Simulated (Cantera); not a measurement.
Charge: 1 mol V, 0.88 mol O2, 83 mol N2, equilibrated at 2800 K and 1.00 Torr.

Cantera equilibrium calculation (NASA polynomials, part measured and part estimated; ideal gas, pure solids and liquids). Candidate condensed phases: V, VN, VO, V2O3, V2O4, V2O5; 13 gas species. Kinetics and transport are ignored.

Base state: N2 0.978, O 0.00908, VO 0.00625, V 0.00315, VO2 0.00240, NO 0.000546, N 9.48e-5, O2 3.73e-5 (mole fractions); condensed: gas only.

**Question.** What changes in the equilibrium state with this change: O2 from 0.88 to 6.4 mol?

**Answer.** 
```tsv
species	before	after
N2	0.978	0.877
O	0.00908	0.102
VO2	0.00240	0.00853
O2	3.73e-5	0.00467
V	0.00315	8.94e-5
NO	0.000546	0.00579
VO	0.00625	0.00198
N	9.48e-5	8.98e-5
```
